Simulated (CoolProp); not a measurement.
Properties of R410A along the isotherm 348.9 K.

Model: reference Helmholtz-energy equation of state, Lemmon 2003, in CoolProp. It is a pseudo-pure fit of the blend.

```json
[
 {"p (bar)": "15.3", "phase": "gas", "density (kg/m³)": "43.44", "Joule-Thomson coefficient (K/MPa)": "12.13", "isothermal compressibility (1/MPa)": "0.7484", "expansivity (1/kK)": "4.436"},
 {"p (bar)": "30.6", "phase": "gas", "density (kg/m³)": "103.6", "Joule-Thomson coefficient (K/MPa)": "12.53", "isothermal compressibility (1/MPa)": "0.4693", "expansivity (1/kK)": "7.902"},
 {"p (bar)": "45.9", "phase": "gas", "density (kg/m³)": "214.0", "Joule-Thomson coefficient (K/MPa)": "12.62", "isothermal compressibility (1/MPa)": "0.5548", "expansivity (1/kK)": "23.46"},
 {"p (bar)": "61.3", "phase": "supercritical", "density (kg/m³)": "716.7", "Joule-Thomson coefficient (K/MPa)": "3.259", "isothermal compressibility (1/MPa)": "0.1406", "expansivity (1/kK)": "27.39"},
 {"p (bar)": "76.6", "phase": "supercritical", "density (kg/m³)": "805.9", "Joule-Thomson coefficient (K/MPa)": "1.699", "isothermal compressibility (1/MPa)": "0.04668", "expansivity (1/kK)": "12.23"},
 {"p (bar)": "91.9", "phase": "supercritical", "density (kg/m³)": "851.6", "Joule-Thomson coefficient (K/MPa)": "1.158", "isothermal compressibility (1/MPa)": "0.02853", "expansivity (1/kK)": "8.694"},
 {"p (bar)": "107", "phase": "supercritical", "density (kg/m³)": "883.3", "Joule-Thomson coefficient (K/MPa)": "0.8645", "isothermal compressibility (1/MPa)": "0.02082", "expansivity (1/kK)": "7.034"},
 {"p (bar)": "123", "phase": "supercritical", "density (kg/m³)": "909.7", "Joule-Thomson coefficient (K/MPa)": "0.6637", "isothermal compressibility (1/MPa)": "0.01628", "expansivity (1/kK)": "5.984"}
]
```
